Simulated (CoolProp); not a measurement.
Vapour-liquid equilibrium of R22 (1) + R113 (2) at 33.35 °C; x and y are mole fractions of (1).

Computed with CoolProp (multi-fluid Helmholtz-energy mixture model, Kamei 1995 and Marx 1992; pair parameters Bell 2016).

Question: Give the bubble pressure and the first vapour's composition at x = 0.05, 0.65, 0.8. Is there an azeotrope?

Answer: x = 0.05: 0.1263 MPa, y = 0.523; x = 0.65: 0.8739 MPa, y = 0.961; x = 0.8: 1.040 MPa, y = 0.977. No azeotrope shows between x = 0.05 and 0.95.

Pair parameters are fitted to limited data, so mixtures are less certain than the pure fluids. The gap from Raoult's law changes sign with composition, which may be real or a fault of the pair parameters; it wasn't checked against measurements.
